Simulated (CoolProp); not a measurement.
Vapour-liquid equilibrium of o-xylene (1) + n-undecane (2) at 32.4 kPa; x and y are mole fractions of (1).

Model: multi-fluid Helmholtz-energy mixture model, Zhou 2012 and Aleksandrov 2011; pair parameters Bell 2016, in CoolProp.

**Question.** Give the bubble temperature and the first vapour's composition at x = 0.2, 0.65, 0.875. Is there an azeotrope?

**Answer.** x = 0.2: 138.8 °C, y = 0.510; x = 0.65: 116.4 °C, y = 0.904; x = 0.875: 109.3 °C, y = 0.974. No azeotrope shows between x = 0.05 and 0.95.

Pair parameters are fitted to limited data, so mixtures are less certain than the pure fluids.
